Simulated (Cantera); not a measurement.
A diamond (100) surface in a fixed gas of H2 with x(CH4) = 0.011, x(CH3) = 9.5e-05, at 1048 K, 0.130 bar; coverages are run to steady state.

Detailed kinetics in Cantera: the Harris–Goodwin 1993 mechanism for the reconstructed diamond (100) surface.

One state of this run: growth (µm/h) = 8.09; θ c6HH = 0.553; θ c6H* = 0.0239; θ c6*H = 0.408; θ c6** = 0.0138; θ c6HM = 0.000975. θ: site fractions in the mechanism's names (c6HH fully hydrogenated, c6H* and c6*H radical sites, c6** diradical, c6HM methylated).

Q: Which value of x(H) does it belong to?
A) 0.044
B) 0.0014
C) 0.00024
D) 0.0001

A: A, 0.044
